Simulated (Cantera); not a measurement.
Cantera with NASA thermochemical tables; ideal gases at 1 bar, condensed phases pure. Values are per mole of reaction as written; species without (g) are pure solids or liquids, kept so even where they would boil at 1 bar.

Fe + 5 CO2(g) → 5 O(g) + Fe(CO)5(g), with ΔH° = 2485.7 kJ and ΔS° = 148.8 J/K at 300 K.

Problem. How far is the shortcut ΔG° ≈ ΔH°(300 K) − T·ΔS°(300 K) from the full temperature-dependent value at 1823, 1898, 1973, 2048, 2123, 2198, 2273, 2348, 2423, 2498, 2573 K?

Solution. 
```csv
T (K),shortcut (kJ),full (kJ),difference (kJ),difference in log10 K,condensed phases
1823,2214.4,2134.3,80.1,-2.30,Fe(l)
1898,2203.2,2118.6,84.7,-2.33,Fe(l)
1973,2192.1,2102.8,89.2,-2.36,Fe(l)
2048,2180.9,2087.1,93.8,-2.39,Fe(l)
2123,2169.7,2071.4,98.4,-2.42,Fe(l)
2198,2158.6,2055.6,103.0,-2.45,Fe(l)
2273,2147.4,2039.8,107.6,-2.47,Fe(l)
2348,2136.3,2024.0,112.2,-2.50,Fe(l)
2423,2125.1,2008.2,116.9,-2.52,Fe(l)
2498,2113.9,1992.4,121.5,-2.54,Fe(l)
2573,2102.8,1976.6,126.2,-2.56,Fe(l)
```
The shortcut ignores heat capacities and the phase changes listed.
